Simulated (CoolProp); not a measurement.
The numbers come from the reference Helmholtz-energy equation of state, Kamei 1995 in CoolProp.

Q: For R22, give the phase and the cp (kJ/(kg K)), isothermal compressibility (1/MPa) at 500 K and 4490 kPa.

A: 
- 500 K and 4490 kPa: gas; cp 0.954, isothermal compressibility 0.249
